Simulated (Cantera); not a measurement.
**SiCl4 + HCl + H2 + Cl2 (chlorosilane synthesis and conversion)**

Charge: 1 mol SiCl4, 0.9 mol HCl, 4.6 mol H2, 1.6 mol Cl2, at 725 K and 0.133 bar.

Equilibrium computed with Cantera from the NASA thermochemical tables; the gas is ideal and each condensed phase is pure. Candidate condensed phases: Si; 19 gas species. Rates play no part.

```json
{
 "x(HCl)": "0.506",
 "x(H2)": "0.370",
 "x(SiCl4)": "0.123",
 "x(SiHCl3)": "2.79e-5",
 "gas_amount": "8.100 mol",
 "log10 activity of Si(s) (absent)": "-12.01"
}
```
